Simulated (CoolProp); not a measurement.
Properties of R143a along the isotherm 500 K.

Computed with CoolProp (reference Helmholtz-energy equation of state, Lemmon and Jacobsen 2000).

```
p (MPa)          phase  cv (kJ/(kg K))  Prandtl number
-------  -------------  --------------  --------------
0.0178             gas           1.178           0.604
0.0288             gas           1.178           0.605
0.0466             gas           1.178           0.605
0.0752             gas           1.179           0.605
0.122              gas           1.179           0.606
0.196              gas           1.179           0.608
0.317              gas           1.180           0.610
0.513              gas             [?]             [?]
0.828              gas           1.183             [?]
1.34               gas           1.186           0.632
2.16               gas             [?]           0.652
3.49               gas           1.198           0.690
5.64     supercritical             [?]           0.762
```

### Question
What belongs in the gaps?

### Answer

- 0.513, cv (kJ/(kg K)): 1.181
- 0.513, Prandtl number: 0.614
- 0.828, Prandtl number: 0.621
- 2.16, cv (kJ/(kg K)): 1.191
- 5.64, cv (kJ/(kg K)): 1.209

Viscosity comes from a separate model (Klein 1997), an estimate that may be off by 10 % or more. Thermal conductivity comes from a separate model (McLinden 2000), an estimate that may be off by 10 % or more.
